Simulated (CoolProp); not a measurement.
Saturation properties of carbon dioxide.

Model: reference Helmholtz-energy equation of state, Span 1996, in CoolProp.

```csv
T (K),p (kPa),liquid cp (kJ/(kg K)),vapour Z,vapour viscosity (µPa s),liquid conductivity (mW/(m K))
225.1,738.0,1.978,0.8975,11.3,167
229.5,876.1,1.995,0.8846,11.5,161
233.9,1033,2.015,0.8706,11.8,156
238.3,1209,2.040,0.8556,12.0,151
242.7,1406,2.070,0.8395,12.3,145
247.1,1627,2.105,0.8223,12.5,140
251.5,1871,2.147,0.8038,12.8,135
255.9,2142,2.198,0.7841,13.1,130
260.3,2440,2.260,0.7629,13.4,124
264.7,2767,2.336,0.7403,13.8,119
```

Viscosity comes from a separate model (Laesecke 2017). Thermal conductivity comes from a separate model (Huber 2016).
